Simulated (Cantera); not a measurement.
An adiabatic, constant-pressure homogeneous reactor starts with C3H8 : O2 : N2 = 1 : 14.3 : 53.7 (molar parts), equivalence ratio 0.35, at 1575 K and 2.50 bar.

Detailed kinetics in Cantera: GRI-Mech 3.0 (53 species, 325 reactions). GRI-Mech 3.0 was tuned for natural gas; its chemistry of propane as a main component is partial and can be far from experiment.

Problem. Predict: time of steepest temperature rise; temperature at 0.200 s; equilibrium temperature; x(O2) at 0.200 s; x(HO2) at 0.200 s.

Solution. 
- time of steepest temperature rise: 21.8 µs
- temperature at 0.200 s: 2291 K
- equilibrium temperature: 2290 K
- x(O2) at 0.200 s: 0.126 (gas-phase equilibrium 0.126)
- x(HO2) at 0.200 s: 5.01e-6 (gas-phase equilibrium 5.01e-6)
